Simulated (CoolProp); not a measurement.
Ammonia at 305.27 K and 2.86 MPa flows at 0.21 m/s in a round tube of 20 mm bore and 15 µm roughness, fully developed (64/Re and Nu = 3.66 if laminar; Colebrook and Gnielinski if turbulent). Each further row changes one setting.

Computed with CoolProp (reference Helmholtz-energy equation of state, Gao 2020).

```csv
case,Reynolds number,Darcy friction factor,pressure drop (Pa/m),heat-transfer coefficient (W/(m² K)),mass flow (kg/h)
as stated,20100,0.0274,18.0,1730,141
velocity 0.42 m/s,40100,0.0241,63.2,3150,282
diameter 40 mm,40100,0.0231,7.56,1510,564
```

Viscosity comes from a separate model (Fenghour 1995). Thermal conductivity comes from a separate model (Tufeu 1984).
